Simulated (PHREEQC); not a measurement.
Dissolve 130 mmol/kgw HF and 8.8 mmol/kgw NH3 at 25 °C. Closed to the air; pH follows from the charge balance.

Model: ion-association model, wateq4f.dat, run in PHREEQC.

| quantity | before | after |
|---|---|---|
| pH | 2.27 | 2.07 |
| ionic strength (mol/kgw) | 0.0147 | 0.00939 |
| HF (mol/kgw) | 0.0791 | 0.0827 |
| H2F2 (mol/kgw) | 0.0164 | 0.0178 |
| F- (mol/kgw) | 0.0113 | 0.00712 |
| HF2- (mol/kgw) | 0.00343 | 0.00226 |

Q: Which change was made?
A) temperature from 25 to 90 °C
B) NH3 from 0.0088 to 0.088 mol/kgw
C) 0.014 mol/kgw NaHCO3 added
D) NH3 left out
E) HF from 0.13 to 0.195 mol/kgw

A: D, NH3 left out

Precipitation was switched off in this run. wateq4f.dat counts part of the HF as a dimer, H2F2, which phreeqc.dat doesn't know; its constant is uncertain.
